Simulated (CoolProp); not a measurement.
Values from CoolProp's reference Helmholtz-energy equation of state, Guder 2009.

Task: Give the vapour pressure (MPa), liquid density (kg/m³), enthalpy of vaporisation (kJ/kg), vapour Z of saturated sulfur hexafluoride at 245.9, 251.8 K.

Result: 
```tsv
T (K)	p (MPa)	liquid density (kg/m³)	enthalpy of vaporisation (kJ/kg)	vapour Z
245.9	0.542	1730	100	0.872
251.8	0.660	1690	97.2	0.853
```
